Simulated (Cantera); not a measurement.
# Counterflow diffusion flame

A counterflow diffusion flame at 2.40 bar, nozzles 20 mm apart: fuel side CH3OH = 1 (molar parts) at 475 K, oxidiser side O2 : N2 = 0.23 : 0.77 (molar parts) at 775 K, fuel mass flux 1.2 times the oxidiser's; mixture-averaged transport, no radiation.

Computed with Cantera and GRI-Mech 3.0 (53 species, 325 reactions). GRI-Mech 3.0 was tuned for natural gas; its chemistry of methanol as a main component is partial and can be far from experiment. GRI-Mech 3.0 has no aromatics or soot, which form on the fuel side of real flames. The maximum strain rate includes the flame's own expansion and is several times the mean.

```json
[
 {"oxidiser flux (kg/m²/s)": "0.6", "max strain (1/s)": "217", "mean strain (1/s)": "46.3", "T max (K)": "2474", "peak x OH": "0.0123", "peak x H": "0.00443", "peak x NO": "0.000751", "peak x CO": "0.205", "peak x C2H2": "3.67e-5"},
 {"oxidiser flux (kg/m²/s)": "1", "max strain (1/s)": "349", "mean strain (1/s)": "77.2", "T max (K)": "2439", "peak x OH": "0.0128", "peak x H": "0.00515", "peak x NO": "0.000502", "peak x CO": "0.203", "peak x C2H2": "5.50e-5"},
 {"oxidiser flux (kg/m²/s)": "1.7", "max strain (1/s)": "575", "mean strain (1/s)": "131", "T max (K)": "2392", "peak x OH": "0.0133", "peak x H": "0.00610", "peak x NO": "0.000319", "peak x CO": "0.200", "peak x C2H2": "8.21e-5"},
 {"oxidiser flux (kg/m²/s)": "2.8", "max strain (1/s)": "919", "mean strain (1/s)": "216", "T max (K)": "2338", "peak x OH": "0.0137", "peak x H": "0.00713", "peak x NO": "0.000202", "peak x CO": "0.197", "peak x C2H2": "0.000117"},
 {"oxidiser flux (kg/m²/s)": "4.7", "max strain (1/s)": "1500", "mean strain (1/s)": "363", "T max (K)": "2274", "peak x OH": "0.0140", "peak x H": "0.00835", "peak x NO": "0.000127", "peak x CO": "0.192", "peak x C2H2": "0.000164"},
 {"oxidiser flux (kg/m²/s)": "7.8", "max strain (1/s)": "2410", "mean strain (1/s)": "602", "T max (K)": "2212", "peak x OH": "0.0143", "peak x H": "0.00965", "peak x NO": "8.65e-5", "peak x CO": "0.189", "peak x C2H2": "0.000222"},
 {"oxidiser flux (kg/m²/s)": "13", "max strain (1/s)": "3930", "mean strain (1/s)": "1000", "T max (K)": "2140", "peak x OH": "0.0141", "peak x H": "0.0109", "peak x NO": "6.04e-5", "peak x CO": "0.184", "peak x C2H2": "0.000282"}
]
```
x: mole fraction; the columns are a selection and need not sum to one.
